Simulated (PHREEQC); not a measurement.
A made-up water analysis in mmol/kgw, 20 °C, pH 6.35, pe 9.2: Na 0.000449; K 0.000113; Ca 0.000203; Mg 0.000343; Cl 0.000113; S(6) 0.00061; Alkalinity (meq/kgw) 0.000377; Zn 3.17e-05; F 6.29e-06; Br 1.89e-07; O(0) (counted as O atoms) 2.85e-06; Si 1.58e-05.

Valence states are taken as typed.

All values are PHREEQC results (ion-association model, phreeqc.dat), not measurements.

Each row changes one thing in this solution. This is a speciation only: nothing precipitates in the calculation.

| case | ionic strength (mol/kgw) | CO2 (mol/kgw) | HCO3- (mol/kgw) | CO3-2 (mol/kgw) | ZnOH+ (mol/kgw) | MgSO4 (mol/kgw) | SI of Quartz (SiO2) |
|---|---|---|---|---|---|---|---|
| as made | 3.35e-6 | 8.69e-7 | 8.09e-7 | 7.68e-11 | 5.25e-11 | 4.23e-11 | -3.75 |
| Mg from 0.000343 to 0.00103 mmol/kgw | 4.73e-6 | 8.69e-7 | 8.09e-7 | 7.69e-11 | 5.24e-11 | 1.27e-10 | -3.75 |
| F from 6.29e-06 to 3.14e-06 mmol/kgw | 3.35e-6 | 8.69e-7 | 8.09e-7 | 7.68e-11 | 5.25e-11 | 4.23e-11 | -3.75 |
| pH from 6.35 to 6.85 at the same alkalinity | 3.05e-6 | 1.59e-7 | 4.70e-7 | 1.41e-10 | 1.65e-10 | 4.23e-11 | -3.75 |

SiF6-2 is the database's only silicon fluoride.
